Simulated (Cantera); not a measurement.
Charge: 1 mol SiCl₄, 11 mol H₂, held at 1275 K.

Equilibrium computed with Cantera from the NASA thermochemical tables; the gas is ideal and each condensed phase is pure. Candidate condensed phases: Si; 19 gas species. Equilibrium is a limit: real reactors are often held back by kinetics, nucleation or transport.

Question: What share of the Si ends up in condensed phases as a function of P (Pa), at 100, 220, 460, 1000, 2200, 4600, 10000, 22000, 46000, 100000?

Answer: 
| P (Pa) | Si condensed (%) | as |
|---|---|---|
| 100 | 0.0 | - |
| 220 | 0.8 | Si(s) |
| 460 | 2.0 | Si(s) |
| 1000 | 3.4 | Si(s) |
| 2200 | 4.7 | Si(s) |
| 4600 | 5.3 | Si(s) |
| 10000 | 5.3 | Si(s) |
| 22000 | 4.3 | Si(s) |
| 46000 | 2.5 | Si(s) |
| 100000 | 0.0 | Si(s) |
